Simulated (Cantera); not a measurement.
An isothermal, constant-pressure homogeneous reactor starts with NO : N₂ = 1 : 18 (molar parts), at 2025 K and 195 Torr. Integrator tolerance rtol = 1e-08.

Cantera simulation using GRI-Mech 3.0 (53 species, 325 reactions); the numbers are that mechanism's predictions, not measurements.

What does this change do: pressure from 195 Torr to 750 Torr?


```tsv
quantity	before	after
x(NO) at 7.00 s	0.0184 (gas-phase equilibrium 0.00313)	0.00576 (gas-phase equilibrium 0.00313)
x(N₂O) at 7.00 s	2.31e-7 (gas-phase equilibrium 9.95e-8)	2.01e-7 (gas-phase equilibrium 1.95e-7)
x(NO₂) at 7.00 s	4.45e-6 (gas-phase equilibrium 9.03e-7)	3.18e-6 (gas-phase equilibrium 1.77e-6)
x(O) at 7.00 s	0.000210 (gas-phase equilibrium 0.000250)	0.000125 (gas-phase equilibrium 0.000128)
x(N₂) at 7.00 s	0.964 (gas-phase equilibrium 0.972)	0.971 (gas-phase equilibrium 0.972)
```

What does this change do: NO 1 to 0.18 parts?


```
quantity                                             before                                     after
----------------  -----------------------------------------  ----------------------------------------
x(NO) at 7.00 s      0.0184 (gas-phase equilibrium 0.00313)   0.00742 (gas-phase equilibrium 0.00131)
x(N₂O) at 7.00 s    2.31e-7 (gas-phase equilibrium 9.95e-8)   4.93e-8 (gas-phase equilibrium 4.22e-8)
x(NO₂) at 7.00 s    4.45e-6 (gas-phase equilibrium 9.03e-7)   4.96e-7 (gas-phase equilibrium 1.57e-7)
x(O) at 7.00 s    0.000210 (gas-phase equilibrium 0.000250)  5.85e-5 (gas-phase equilibrium 0.000104)
x(N₂) at 7.00 s         0.964 (gas-phase equilibrium 0.972)       0.991 (gas-phase equilibrium 0.994)
```
